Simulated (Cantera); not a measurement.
A perfectly stirred reactor is fed with 9.09 % C2H6, 90.9 % N2, at 750 Torr; it is held at 1200 K, and followed from long to short residence time.

Model: GRI-Mech 3.0 (53 species, 325 reactions), integrated in Cantera. GRI-Mech 3.0 stops at C3 and has no aromatics, soot or wall deposition, so with more carbon than oxygen in the feed, carbon stays in small species such as C2H2 where larger ones or solid carbon would form.

Task: Predict: x(C2H6) at τ = 5.50 s; x(CH3) at τ = 5.50 s; x(CH4) at τ = 5.50 s; x(C2H6) at τ = 19.0 ms; x(CH3) at τ = 19.0 ms; x(CH4) at τ = 19.0 ms.

Result: 
| Property | Result |
|---|---|
| x(C2H6) at τ = 5.50 s | 0.00125 |
| x(CH3) at τ = 5.50 s | 3.29e-6 |
| x(CH4) at τ = 5.50 s | 0.0252 |
| x(C2H6) at τ = 19.0 ms | 0.0420 |
| x(CH3) at τ = 19.0 ms | 1.38e-5 |
| x(CH4) at τ = 19.0 ms | 0.00538 |
